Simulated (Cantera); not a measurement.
## Premixed flame

A freely propagating, adiabatic, planar premixed flame of 9.42 % CH4, 19.0 % O2, 71.6 % N2, unburnt at 300 K and 290000 Pa; mixture-averaged transport, grid criteria slope 0.08 and curve 0.16, no radiation.

Detailed kinetics in Cantera: GRI-Mech 3.0 (53 species, 325 reactions). Burning velocities carry a grid error of a few per cent, more on coarse grids.

| z (mm) | T (K) | u (m/s) | x CH4 | x O2 | x O | x OH | x H2O2 | x H2 |
|---|---|---|---|---|---|---|---|---|
| -0.648 | 300 | 0.249 | 0.0941 | 0.190 | <1e-8 | <1e-8 | 1.63e-8 | 0.000524 |
| -0.432 | 302 | 0.251 | 0.0939 | 0.190 | <1e-8 | <1e-8 | 1.87e-7 | 0.00153 |
| -0.324 | 311 | 0.259 | 0.0932 | 0.189 | <1e-8 | <1e-8 | 1.30e-6 | 0.00304 |
| -0.216 | 397 | 0.332 | 0.0878 | 0.183 | <1e-8 | 5.45e-8 | 1.19e-5 | 0.00627 |
| -0.108 | 901 | 0.763 | 0.0587 | 0.141 | 1.12e-6 | 7.21e-6 | 4.55e-5 | 0.0110 |
| -0.0540 | 1356 | 1.16 | 0.0308 | 0.0965 | 3.51e-5 | 0.000107 | 2.35e-5 | 0.0132 |
| 0 | 1776 | 1.52 | 0.00559 | 0.0479 | 0.000456 | 0.00161 | 1.66e-6 | 0.0130 |
| 0.0540 | 1939 | 1.65 | 0.000171 | 0.0245 | 0.00155 | 0.00511 | 6.02e-7 | 0.00954 |
| 0.108 | 2002 | 1.69 | 2.93e-6 | 0.0181 | 0.00168 | 0.00607 | 4.85e-7 | 0.00815 |
| 0.216 | 2073 | 1.75 | <1e-8 | 0.0140 | 0.00124 | 0.00576 | 3.52e-7 | 0.00701 |
| 0.432 | 2142 | 1.80 | <1e-8 | 0.0108 | 0.000723 | 0.00477 | 2.38e-7 | 0.00537 |
| 0.864 | 2193 | 1.84 | <1e-8 | 0.00826 | 0.000393 | 0.00373 | 1.59e-7 | 0.00385 |
| 1.73 | 2224 | 1.86 | <1e-8 | 0.00662 | 0.000236 | 0.00299 | 1.15e-7 | 0.00285 |
x: mole fraction of selected species; z is measured from the peak of heat release.

- laminar burning velocity = 24.9 cm/s
- thermal thickness = 0.216 mm
- peak x(O) = 0.00172
- peak x(OH) = 0.00610
- peak x(H2O2) = 4.61e-5
- peak x(H2) = 0.0137
